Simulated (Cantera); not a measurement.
A freely propagating, adiabatic, planar premixed flame of 25.3 % H2, 20.8 % O2, 53.9 % N2, equivalence ratio 0.61, unburnt at 475 K and 1000000 Pa; mixture-averaged transport, grid criteria slope 0.08 and curve 0.16, no radiation.

Model: the H2/O2 subset of GRI-Mech 3.0, which has no nitrogen chemistry, integrated in Cantera. The hydrogen kinetics of GRI-Mech 3.0 are dated; newer H2 mechanisms differ, most at raised pressure. Burning velocities carry a grid error of a few per cent, more on coarse grids. Lean hydrogen flames are cellular in practice and burn faster than this planar one.

Problem. Predict: laminar burning velocity; thermal thickness; peak x(H2O2); peak x(HO2); peak x(O).

Solution. 
```
Item                         Result
------------------------  ---------
laminar burning velocity   203 cm/s
thermal thickness         0.0254 mm
peak x(H2O2)               0.000311
peak x(HO2)                 0.00147
peak x(O)                   0.00505
```
